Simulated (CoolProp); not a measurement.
Model: reference Helmholtz-energy equation of state, Akasaka 2020, in CoolProp.

Task: For R1123, give the phase and the cv (kJ/(kg K)) at 213.5 K and 6980 kPa; 409.3 K and 289 kPa; 437 K and 1670 kPa.

Result: 
- 213.5 K and 6980 kPa: liquid; cv 0.799
- 409.3 K and 289 kPa: gas; cv 0.909
- 437 K and 1670 kPa: gas; cv 0.950
